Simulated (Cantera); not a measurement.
## Reactions in the system C-Ni-S

Cantera with NASA thermochemical tables; ideal gases at 1 bar, condensed phases pure. Values are per mole of reaction as written; species without (g) are pure solids or liquids, kept so even where they would boil at 1 bar.

S₂(g) + 6 NiS = 2 Ni₃S₄

```
T (K)  ΔH° (kJ)  ΔS° (J/K)  ΔG° (kJ)  log10 K
-----  --------  ---------  --------  -------
300      -203.4     -173.2    -151.5    26.37
425      -201.1     -166.8    -130.2    16.00
450      -200.4     -165.3    -126.0    14.63
475      -199.7     -163.7    -121.9    13.41
500      -198.9     -162.0    -117.9    12.31
525      -198.0     -160.2    -113.8    11.33
550      -197.0     -158.4    -109.9    10.43
575      -195.9     -156.5    -105.9     9.62
```

CS₂(g) + Ni = NiS₂ + C

```
T (K)  ΔH° (kJ)  ΔS° (J/K)  ΔG° (kJ)  log10 K
-----  --------  ---------  --------  -------
300      -248.3     -190.1    -191.3    33.30
425      -247.5     -187.8    -167.7    20.61
450      -247.3     -187.5    -163.0    18.92
475      -247.2     -187.1    -158.3    17.41
500      -247.0     -186.8    -153.6    16.05
525      -246.9     -186.5    -149.0    14.82
550      -246.7     -186.2    -144.3    13.70
575      -246.6     -186.0    -139.6    12.69
```

3 NiS + S = Ni₃S₄

```csv
T (K),ΔH° (kJ),ΔS° (J/K),ΔG° (kJ),log10 K,condensed phases
300,-37.5,-4.5,-36.2,6.29,"NiS(s), S(s), Ni₃S₄(s)"
425,-39.8,-10.3,-35.4,4.35,"NiS(s), S(l), Ni₃S₄(s)"
450,-40.0,-10.8,-35.1,4.08,"NiS(s), S(l), Ni₃S₄(s)"
475,-40.2,-11.3,-34.8,3.83,"NiS(s), S(l), Ni₃S₄(s)"
500,-40.4,-11.7,-34.5,3.61,"NiS(s), S(l), Ni₃S₄(s)"
525,-40.5,-11.9,-34.3,3.41,"NiS(s), S(l), Ni₃S₄(s)"
550,-40.5,-12.0,-34.0,3.22,"NiS(s), S(l), Ni₃S₄(s)"
575,-40.5,-11.9,-33.7,3.06,"NiS(s), S(l), Ni₃S₄(s)"
```
